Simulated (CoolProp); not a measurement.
R404A along the isotherm -12.15 °C: density (kg/m³) from the reference equation and from simpler models built on Tc = 72.1 °C, pc = 3735 kPa, ω = 0.293; each cubic takes its own stable root.

Model: reference Helmholtz-energy equation of state, Lemmon 2003, in CoolProp. It is a pseudo-pure fit of the blend.

```
p (kPa)   phase  reference  van der Waals  Redlich-Kwong
-------  ------  ---------  -------------  -------------
5.91        gas     0.2662         0.2661         0.2661
12.1        gas     0.5460         0.5452         0.5455
24.9        gas      1.127          1.124          1.126
51.1        gas      2.330          2.317          2.322
105         gas      4.861          4.801            [?]
216         gas      10.34          10.06          10.17
909      liquid       1197            [?]          987.1
1870     liquid        [?]          696.7            [?]
```

Question: Fill in the missing entries.

Answer: 
- 105, Redlich-Kwong: 4.826
- 909, van der Waals: 48.93
- 1870, reference: 1202
- 1870, Redlich-Kwong: 996.2

At some of these states van der Waals gives the other phase, because its saturation line lies elsewhere.
